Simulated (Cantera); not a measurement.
Input: 1 mol Si, 18 mol HCl, 0.28 mol H2, equilibrated at 13.3 mbar.

Cantera equilibrium calculation (NASA polynomials, part measured and part estimated; ideal gas, pure solids and liquids). Candidate condensed phases: Si; 19 gas species. Kinetics and transport are ignored.

Question: At 548 K, list the 3 most abundant gas species with their mole fractions, and the condensed phases.

Answer: HCl 0.810, H2 0.132, SiCl4 0.0579. Condensed: gas only.
